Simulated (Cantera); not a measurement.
## Fe3O4 + CO + H2 + CH4 (carbothermic reduction)

A closed system holds: 1 mol Fe3O4, 0.77 mol CO, 7.3 mol H2, 3.5 mol CH4, at 0.133 bar.

Method: chemical equilibrium by Gibbs-energy minimisation in Cantera with the NASA 1993 tables (ideal gas, pure condensed phases). Candidate condensed phases: C, C6H6, C7H8, C8H18, Fe, Fe(CO)5, FeO, Fe(OH)2, Fe(OH)3, Fe2O3, Fe3O4, H2O; 114 gas species. Rates play no part.

From 1375 K to 1625 K the condensed part is Fe(γ). From 1675 K to 1775 K the condensed part is Fe(δ). The main Fe-bearing gas is Fe throughout.

| T (K) | log p H2 | log p CO | log p H2O | log p CO2 | log p H | n Fe(γ) | n Fe(δ) |
|---|---|---|---|---|---|---|---|
| 1375 | -1.00 | -1.52 | -2.50 | -3.34 | -5.97 | 3.00 | 0 |
| 1425 | -1.00 | -1.52 | -2.50 | -3.37 | -5.67 | 3.00 | 0 |
| 1475 | -1.00 | -1.52 | -2.50 | -3.41 | -5.39 | 3.00 | 0 |
| 1525 | -1.00 | -1.52 | -2.49 | -3.44 | -5.13 | 3.00 | 0 |
| 1575 | -1.00 | -1.52 | -2.49 | -3.47 | -4.88 | 3.00 | 0 |
| 1625 | -1.00 | -1.52 | -2.49 | -3.49 | -4.65 | 3.00 | 0 |
| 1675 | -1.00 | -1.52 | -2.48 | -3.52 | -4.44 | 0 | 3.00 |
| 1725 | -1.00 | -1.52 | -2.48 | -3.54 | -4.23 | 0 | 3.00 |
| 1775 | -1.00 | -1.52 | -2.48 | -3.56 | -4.04 | 0 | 3.00 |
log p: log10 of the partial pressure in bar; n: condensed amount in mol.
